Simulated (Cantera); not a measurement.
Feed: 1 mol SiCl4, 3 mol H2, at 0.133 bar.

Cantera equilibrium calculation (NASA polynomials, part measured and part estimated; ideal gas, pure solids and liquids). Candidate condensed phases: Si; 19 gas species. The tables' values for SiCl3 are old estimates; treat these amounts as uncertain. Rates play no part. All values below are at 800 K.

Base state: H2 0.737, SiCl4 0.237, HCl 0.0126, SiHCl3 0.0125, SiH2Cl2 5.33e-5, SiCl3 2.76e-5 (mole fractions); condensed: gas only.

Task: What changes in the equilibrium state with this change: SiCl4 replaced by Si?

Result: 
```json
[
 {"species": "H2", "before": "0.737", "after": "1.00"},
 {"species": "SiCl4", "before": "0.237", "after": "0"},
 {"species": "HCl", "before": "0.0126", "after": "0"},
 {"species": "SiHCl3", "before": "0.0125", "after": "0"},
 {"species": "SiH2Cl2", "before": "5.33e-5", "after": "0"},
 {"species": "SiCl3", "before": "2.76e-5", "after": "0"},
 {"species": "Si(s), mol", "before": "0", "after": "1.00"}
]
```
